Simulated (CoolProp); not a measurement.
Properties of vinyl chloride along the isobar 0.101 MPa.

The numbers come from the reference Helmholtz-energy equation of state, Thol 2022 in CoolProp.

| T (°C) | phase | Z | cp (kJ/(kg K)) | Joule-Thomson coefficient (K/MPa) |
|---|---|---|---|---|
| 53.85 | gas | 0.9865 | 0.9259 | 20.18 |
| 62.05 | gas | 0.9875 | 0.9399 | 18.77 |
| 70.25 | gas | 0.9884 | 0.9539 | 17.50 |
| 78.45 | gas | 0.9893 | 0.9677 | 16.36 |
| 86.65 | gas | 0.9900 | 0.9816 | 15.33 |
| 94.85 | gas | 0.9907 | 0.9953 | 14.40 |
| 103.05 | gas | 0.9913 | 1.009 | 13.55 |
| 111.25 | gas | 0.9919 | 1.022 | 12.78 |
| 119.45 | gas | 0.9924 | 1.036 | 12.07 |
| 127.75 | gas | 0.9929 | 1.049 | 11.42 |
